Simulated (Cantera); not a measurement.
Charge: 1 mol trisilylamine, 72 mol N2, at 1898 K and 1.00 bar.

Method: chemical equilibrium by Gibbs-energy minimisation in Cantera with the NASA 1993 tables (ideal gas, pure condensed phases). Candidate condensed phases: Si, Si3N4; 18 gas species. The feed counts by its element totals alone. Rates play no part.

Base state: N2 0.940, H2 0.0599, H 0.000191 (mole fractions); condensed: Si3N4(s).

Question: What changes in the equilibrium state with this change: pressure from 1.00 bar to 5.90 mbar?

Answer: 
| species | before | after |
|---|---|---|
| N2 | 0.940 | 0.938 |
| H2 | 0.0599 | 0.0570 |
| H | 0.000191 | 0.00243 |
| Si | 1.50e-6 | 0.00208 |
| Si2 | 1.46e-9 | 1.66e-5 |
| Si2N | 8.64e-8 | 7.56e-5 |
| Si3N4(s), mol | 1.000 | 0 |
| Si(l), mol | 0 | 2.82 |
The tables' values for SiN are old estimates; treat these amounts as uncertain.
